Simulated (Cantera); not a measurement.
A perfectly stirred reactor is fed with H₂ : O₂ = 0.013 : 1 (molar parts), equivalence ratio 0.0065, at 13.5 Torr; it is held at 1025 K, and followed from long to short residence time.

Model: the H2/O2 subset of GRI-Mech 3.0, which has no nitrogen chemistry, integrated in Cantera. Radical loss at walls, strong at low pressure, is not modelled.

What does this change do: temperature 1025 to 923 K?


```json
[
 {"quantity": "x(H₂) at τ = 8.30 s", "before": "4.53e-5", "after": "0.000114"},
 {"quantity": "x(O₂) at τ = 8.30 s", "before": "0.987", "after": "0.987"},
 {"quantity": "x(H₂O) at τ = 8.30 s", "before": "0.0128", "after": "0.0128"},
 {"quantity": "x(H₂O₂) at τ = 8.30 s", "before": "2.58e-8", "after": "3.02e-8"},
 {"quantity": "x(O) at τ = 8.30 s", "before": "0.000214", "after": "0.000118"},
 {"quantity": "x(H₂) at τ = 78.0 ms", "before": "0.000608", "after": "0.00137"},
 {"quantity": "x(O₂) at τ = 78.0 ms", "before": "0.984", "after": "0.986"},
 {"quantity": "x(H₂O) at τ = 78.0 ms", "before": "0.0119", "after": "0.0112"},
 {"quantity": "x(H₂O₂) at τ = 78.0 ms", "before": "8.09e-8", "after": "1.32e-7"},
 {"quantity": "x(O) at τ = 78.0 ms", "before": "0.00273", "after": "0.00130"}
]
```
Below about 950 K walls govern HO2 and H2O2 in real vessels.

What does this change do: pressure from 13.5 Torr to 7.50 Torr?


```csv
quantity,before,after
x(H₂) at τ = 8.30 s,4.53e-5,5.02e-5
x(O₂) at τ = 8.30 s,0.987,0.987
x(H₂O) at τ = 8.30 s,0.0128,0.0128
x(H₂O₂) at τ = 8.30 s,2.58e-8,1.71e-8
x(O) at τ = 8.30 s,0.000214,0.000459
x(H₂) at τ = 78.0 ms,0.000608,0.000740
x(O₂) at τ = 78.0 ms,0.984,0.982
x(H₂O) at τ = 78.0 ms,0.0119,0.0115
x(H₂O₂) at τ = 78.0 ms,8.09e-8,4.92e-8
x(O) at τ = 78.0 ms,0.00273,0.00458
```

What does this change do: pressure from 13.5 Torr to 10.00 Torr?


```tsv
quantity	before	after
x(H₂) at τ = 8.30 s	4.53e-5	4.77e-5
x(O₂) at τ = 8.30 s	0.987	0.987
x(H₂O) at τ = 8.30 s	0.0128	0.0128
x(H₂O₂) at τ = 8.30 s	2.58e-8	2.11e-8
x(O) at τ = 8.30 s	0.000214	0.000317
x(H₂) at τ = 78.0 ms	0.000608	0.000665
x(O₂) at τ = 78.0 ms	0.984	0.983
x(H₂O) at τ = 78.0 ms	0.0119	0.0117
x(H₂O₂) at τ = 78.0 ms	8.09e-8	6.26e-8
x(O) at τ = 78.0 ms	0.00273	0.00363
```
